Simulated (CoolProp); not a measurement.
n-pentane along the isotherm 259.4 K: Z from the reference equation and from simpler models built on Tc = 469.7 K, pc = 3.368 MPa, ω = 0.251; each cubic takes its own stable root.

Model: reference Helmholtz-energy equation of state, Thol 2019, in CoolProp.

| p (MPa) | phase | reference | van der Waals | Peng-Robinson |
|---|---|---|---|---|
| 0.016 | liquid | 0.0008128 | 0.9945 | 0.0007919 |
| 0.0303 | liquid | 0.001539 | 0.9895 | 0.001500 |
| 0.0574 | liquid | 0.002916 | 0.9799 | 0.002841 |
| 0.109 | liquid | 0.005536 | 0.9611 | 0.005394 |
| 0.206 | liquid | 0.01046 | 0.01742 | 0.01019 |
| 0.391 | liquid | 0.01985 | 0.03303 | 0.01934 |
| 0.741 | liquid | 0.03760 | 0.06246 | 0.03663 |
| 1.41 | liquid | 0.07149 | 0.1184 | 0.06963 |
| 2.66 | liquid | 0.1346 | 0.2219 | 0.1311 |
| 5.05 | liquid | 0.2548 | 0.4167 | 0.2480 |

At some of these states van der Waals gives the other phase, because its saturation line lies elsewhere.
